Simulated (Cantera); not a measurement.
# Equilibrium for silicon carbide growth: Si(CH3)4 + CH4 + H2

Feed: 1 mol Si(CH3)4, 0.049 mol CH4, 110 mol H2, equilibrated at 2700 Pa.

These are equilibrium values from Cantera (NASA tables, ideal gas, pure condensed phases), not measurements of a reactor. Candidate condensed phases: C, C6H6, C7H8, C8H18, Si, SiC; 87 gas species. Equilibrium is a limit: real reactors are often held back by kinetics, nucleation or transport.

From 998 K to 1898 K the condensed part is C(graphite) + SiC(s).

| T (K) | x H2 | x H | x CH4 | x C2H2 (acetylene) | x Si | x SiH | x SiH2 | x CH3 | n C(graphite) | n SiC(s) |
|---|---|---|---|---|---|---|---|---|---|---|
| 998 | 0.997 | 1.31e-8 | 0.00262 | 1.08e-9 | <1e-12 | <1e-12 | <1e-12 | 5.93e-10 | 2.75 | 1.00 |
| 1073 | 0.999 | 8.52e-8 | 0.00124 | 7.17e-9 | <1e-12 | <1e-12 | <1e-12 | 1.90e-9 | 2.91 | 1.00 |
| 1148 | 0.999 | 4.36e-7 | 0.000642 | 3.71e-8 | <1e-12 | <1e-12 | 4.80e-12 | 5.23e-9 | 2.97 | 1.00 |
| 1223 | 1.000 | 1.83e-6 | 0.000359 | 1.57e-7 | <1e-12 | <1e-12 | 3.62e-11 | 1.26e-8 | 3.01 | 1.00 |
| 1298 | 1.000 | 6.52e-6 | 0.000215 | 5.58e-7 | 4.41e-12 | 6.08e-12 | 2.16e-10 | 2.75e-8 | 3.02 | 1.00 |
| 1373 | 1.000 | 2.03e-5 | 0.000136 | 1.73e-6 | 6.09e-11 | 5.69e-11 | 1.06e-9 | 5.49e-8 | 3.03 | 1.00 |
| 1448 | 1.000 | 5.61e-5 | 9.01e-5 | 4.75e-6 | 6.39e-10 | 4.21e-10 | 4.42e-9 | 1.02e-7 | 3.04 | 1.000 |
| 1523 | 1.000 | 0.000141 | 6.21e-5 | 1.18e-5 | 5.32e-9 | 2.55e-9 | 1.60e-8 | 1.77e-7 | 3.04 | 1.000 |
| 1598 | 1.000 | 0.000324 | 4.44e-5 | 2.69e-5 | 3.62e-8 | 1.30e-8 | 5.11e-8 | 2.93e-7 | 3.04 | 1.000 |
| 1673 | 0.999 | 0.000693 | 3.27e-5 | 5.69e-5 | 2.07e-7 | 5.74e-8 | 1.47e-7 | 4.62e-7 | 3.03 | 1.000 |
| 1748 | 0.998 | 0.00139 | 2.48e-5 | 0.000113 | 1.02e-6 | 2.22e-7 | 3.86e-7 | 6.99e-7 | 3.02 | 1.000 |
| 1823 | 0.997 | 0.00263 | 1.92e-5 | 0.000211 | 4.38e-6 | 7.67e-7 | 9.36e-7 | 1.02e-6 | 3.00 | 0.999 |
| 1898 | 0.995 | 0.00474 | 1.51e-5 | 0.000374 | 1.68e-5 | 2.40e-6 | 2.11e-6 | 1.44e-6 | 2.96 | 0.997 |
x: gas mole fraction; n: condensed amount in mol.
